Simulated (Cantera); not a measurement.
Charge: 1 mol Si2H6, 86 mol N2, held at 1573.15 K and 0.0330 bar.

Method: chemical equilibrium by Gibbs-energy minimisation in Cantera with the NASA 1993 tables (ideal gas, pure condensed phases). Candidate condensed phases: Si, Si3N4; 18 gas species. The feed counts by its element totals alone. Equilibrium is a limit: real reactors are often held back by kinetics, nucleation or transport.

Problem. What is the equilibrium state?

Solution. 
| Property | Result |
|---|---|
| x(N2) | 0.966 |
| x(H2) | 0.0342 |
| x(H) | 4.15e-5 |
| n(Si3N4(s)) | 0.667 mol |
| gas amount | 87.67 mol |
| log10 activity of Si(s) (absent) | -1.49 |
